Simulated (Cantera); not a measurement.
## Reactions in the system H-S-Si

Cantera with NASA thermochemical tables; ideal gases at 1 bar, condensed phases pure. Values are per mole of reaction as written; species without (g) are pure solids or liquids, kept so even where they would boil at 1 bar.

Si + H2S(g) = SiH2(g) + S

| T (K) | ΔH° (kJ) | ΔS° (J/K) | ΔG° (kJ) | log10 K |
|---|---|---|---|---|
| 548 | 271.9 | 29.2 | 255.9 | -24.39 |
| 598 | 273.0 | 31.2 | 254.3 | -22.22 |
| 648 | 274.0 | 32.7 | 252.7 | -20.37 |
| 698 | 274.8 | 34.0 | 251.1 | -18.79 |
| 748 | 275.7 | 35.2 | 249.3 | -17.41 |
| 798 | 276.5 | 36.2 | 247.6 | -16.20 |
| 848 | 277.4 | 37.3 | 245.7 | -15.14 |
| 898 | 278.3 | 38.4 | 243.8 | -14.18 |
| 948 | 279.3 | 39.5 | 241.9 | -13.33 |
| 998 | 280.2 | 40.4 | 239.9 | -12.56 |
